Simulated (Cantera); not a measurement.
What does this Cantera script print?

```python
import numpy as np
import cantera as ct

gas_names = """
    C CN CO CO2 C2 CCN CNC C2N2 C2O C3 C3O2 C4 C4N2 C5 N NCO NO NO2 NO3 N2 N2O O O2 O3 Si SiC SiC2 SiN
    SiO SiO2 Si2 Si2C Si2N Si3
""".split()
cond_names = """
    C(gr) Si(cr) Si(L) SiC(b) SiO2(Lqz) SiO2(hqz) SiO2(L) Si2N2O(s) Si3N4(a)
""".split()


# ... load() reads the species with a 1 bar reference pressure and builds the phases ...
atoms = {
    'Si': {'Si': 1},
    'CO2': {'C': 1, 'O': 2},
    'N2': {'N': 2},
}
top_T = {'C(gr)': 4500, 'SiC(b)': 3050, 'Si2N2O(s)': 2100, 'Si3N4(a)': 2400}  # K; cautious upper limits of use, not melting points


# ... equilibrate(T, P, feed) seeds the gas with the atoms and calls Mixture.equilibrate('TP', solver="vcs", rtol=1e-11, max_steps=5000) ...
results = []
T = 1550  # K
P = 17000  # Pa
for m in [0.9, 1.4, 2, 3.1, 4.6, 7, 11]:
    feed = {'Si': 1, 'CO2': m, 'N2': 10}  # mol
    mix = equilibrate(T, P, feed)
    results.append((T, P, feed, dict(zip(mix.species_names, mix.species_moles))))
    x = sorted(zip(gas.X, gas.species_names), reverse=True)
    print(f"T = {T:g} K  P = {P:g} Pa  n(CO2) = {m:g} mol  gas = {mix.phase_moles(0):.4g} mol")
    print("   x: " + "  ".join(f"{s} {v:.3e}" for v, s in x if v > 0.001))
    print("   condensed (mol): " + ("  ".join(f"{mix.phase(i).name} {mix.phase_moles(i):.4g}"
          for i in range(1, mix.n_phases) if mix.phase_moles(i) > 1e-12) or "none"))
```

Output:

```
T = 1550 K  P = 17000 Pa  n(CO2) = 0.9 mol  gas = 10.53 mol
   x: N2 9.145e-01  CO 8.542e-02
   condensed (mol): SiO2(hqz) 0.2663  Si2N2O(s) 0.3664
T = 1550 K  P = 17000 Pa  n(CO2) = 1.4 mol  gas = 11.2 mol
   x: N2 8.749e-01  CO 1.250e-01
   condensed (mol): SiO2(hqz) 0.5995  Si2N2O(s) 0.1997
T = 1550 K  P = 17000 Pa  n(CO2) = 2 mol  gas = 12 mol
   x: N2 8.333e-01  CO 1.666e-01
   condensed (mol): SiO2(hqz) 0.9994
T = 1550 K  P = 17000 Pa  n(CO2) = 3.1 mol  gas = 13.1 mol
   x: N2 7.634e-01  CO 1.527e-01  CO2 8.397e-02
   condensed (mol): SiO2(hqz) 1
T = 1550 K  P = 17000 Pa  n(CO2) = 4.6 mol  gas = 14.6 mol
   x: N2 6.849e-01  CO2 1.781e-01  CO 1.370e-01
   condensed (mol): SiO2(hqz) 1
T = 1550 K  P = 17000 Pa  n(CO2) = 7 mol  gas = 17 mol
   x: N2 5.882e-01  CO2 2.941e-01  CO 1.176e-01
   condensed (mol): SiO2(hqz) 1
T = 1550 K  P = 17000 Pa  n(CO2) = 11 mol  gas = 21 mol
   x: N2 4.762e-01  CO2 4.286e-01  CO 9.524e-02
   condensed (mol): SiO2(hqz) 1
```

Equilibrium computed with Cantera from the NASA thermochemical tables; the gas is ideal and each condensed phase is pure. Mutual solubility and eutectic melting of coexisting phases are not modelled. The tables hold silica as quartz up to 1696 K and as liquid above; real silica turns to tridymite and cristobalite and melts near 1996 K.
